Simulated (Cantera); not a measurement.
Input (Python, Cantera) and output of one run.

```python
import numpy as np
import cantera as ct

gas_names = [...]  # 47 gases of nasa_gas.yaml made of Ca, F, H, N, O
cond_names = """
    Ca(a) Ca(b) Ca(L) CaF2(a) CaF2(b) CaF2(L) CaO(s) CaO(L) CaO2H2(s) H2O(s) H2O(L)
""".split()


# ... load() reads the species with a 1 bar reference pressure and builds the phases ...
atoms = {
    'CaO': {'Ca': 1, 'O': 1},
    'HF': {'H': 1, 'F': 1},
    'N2': {'N': 2},
}
top_T = {}  # K; cautious upper limits of use, not melting points


# ... equilibrate(T, P, feed) seeds the gas with the atoms and calls Mixture.equilibrate('TP', solver="vcs", rtol=1e-11, max_steps=5000) ...
results = []
feed = {'CaO': 1, 'HF': 1.1, 'N2': 0.7}  # mol
P = 133.322  # Pa
for T in [1398, 1473, 1548, 1623, 1698, 1773, 1848, 1923]:
    mix = equilibrate(T, P, feed)
    results.append((T, P, feed, dict(zip(mix.species_names, mix.species_moles))))

top = {s: max(r[3][s] / sum(r[3][g] for g in gas_names) for r in results) for s in gas_names}
cols = sorted((s for s in top if top[s] > 1e-05), key=lambda s: -top[s])[:6]
seen = [c for c in cond_names if any(r[3].get(c, 0) > 1e-12 for r in results)]
print("log10 of partial pressures in bar; condensed amounts in mol")
print(f"{'T/K':>10s}" + "".join(f"{s[:9]:>10s}" for s in cols + seen))
for T, P, feed, n in results:
    ng = sum(n[g] for g in gas_names)
    print(f"{T:10.4g}" + "".join(f"{np.log10(max(n[s] / ng * P / 1e5, 1e-99)):10.3f}" for s in cols)
          + "".join(f"{n.get(c, 0):10.4g}" for c in seen))
```

It prints:

```
log10 of partial pressures in bar; condensed amounts in mol
       T/K        N2        HF       H2O      CaF2        H2        O2   CaF2(a)   CaF2(b)   CaF2(L)    CaO(s)
      1398    -3.153    -3.813    -3.323    -6.684    -6.336    -6.690    0.4733         0         0    0.5265
      1473    -3.171    -3.595    -3.396    -5.916    -6.066    -6.426         0    0.4168         0    0.5819
      1548    -3.196    -3.425    -3.507    -5.233    -5.851    -6.217         0    0.3371         0    0.6565
      1623    -3.227    -3.303    -3.667    -4.622    -5.696    -6.068         0    0.2283         0    0.7435
      1698    -3.271    -3.236    -3.892    -4.075    -5.607    -5.983         0         0   0.06129    0.8289
      1773    -3.286    -3.249    -3.920    -3.903    -5.407    -5.784         0         0         0    0.8309
      1848    -3.287    -3.277    -3.875    -3.849    -5.178    -5.553         0         0         0    0.8078
      1923    -3.289    -3.308    -3.841    -3.801    -4.972    -5.342         0         0         0    0.7846
```

These are equilibrium values from Cantera (NASA tables, ideal gas, pure condensed phases), not measurements of a reactor. Mutual solubility and eutectic melting of coexisting phases are not modelled.
